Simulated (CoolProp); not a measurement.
Vapour-liquid equilibrium of isobutene (1) + acetone (2) at 336.6 K; x and y are mole fractions of (1).

Values from CoolProp's multi-fluid Helmholtz-energy mixture model, Lemmon 2005 and Lemmon 2006; pair parameters Bell 2016.

Give the bubble pressure and the first vapour's composition at x = 0.125, 0.275, 0.5. Is there an azeotrope?

x = 0.125: 0.3088 MPa, y = 0.606; x = 0.275: 0.4683 MPa, y = 0.763; x = 0.5: 0.6176 MPa, y = 0.847. No azeotrope shows between x = 0.05 and 0.95.

Pair parameters are fitted to limited data, so mixtures are less certain than the pure fluids.
